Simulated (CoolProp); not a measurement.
Properties of CH2F2 (R32) along the isotherm 216.3 K (Tc = 351.3 K, pc = 5.783 MPa, ω = 0.277).

The numbers come from the reference Helmholtz-energy equation of state, Tillner-Roth 1997 in CoolProp.

| p (MPa) | phase | density (kg/m³) | expansivity (1/kK) | conductivity (mW/(m K)) | Prandtl number | fugacity coefficient |
|---|---|---|---|---|---|---|
| 0.222 | liquid | 1227 | 2.220 | 197 | 2.59 | 0.3370 |
| 0.445 | liquid | 1228 | 2.216 | 197 | 2.60 | 0.1690 |
| 0.667 | liquid | 1228 | 2.212 | 197 | 2.60 | 0.1134 |
| 0.89 | liquid | 1229 | 2.207 | 197 | 2.60 | 0.08540 |
| 1.11 | liquid | 1229 | 2.203 | 197 | 2.60 | 0.06883 |
| 1.33 | liquid | 1229 | 2.199 | 198 | 2.61 | 0.05774 |
| 1.56 | liquid | 1230 | 2.195 | 198 | 2.61 | 0.04950 |
| 1.78 | liquid | 1230 | 2.191 | 198 | 2.61 | 0.04360 |
| 2 | liquid | 1230 | 2.187 | 198 | 2.62 | 0.03901 |
| 2.22 | liquid | 1231 | 2.183 | 198 | 2.62 | 0.03533 |
| 2.45 | liquid | 1231 | 2.178 | 198 | 2.62 | 0.03218 |
| 2.67 | liquid | 1231 | 2.174 | 198 | 2.62 | 0.02968 |
| 2.89 | liquid | 1232 | 2.170 | 198 | 2.63 | 0.02757 |

Viscosity comes from a separate model (Bell 2016), an estimate that may be off by 10 % or more. Thermal conductivity comes from a separate model (Huber 2003), an estimate that may be off by 10 % or more.
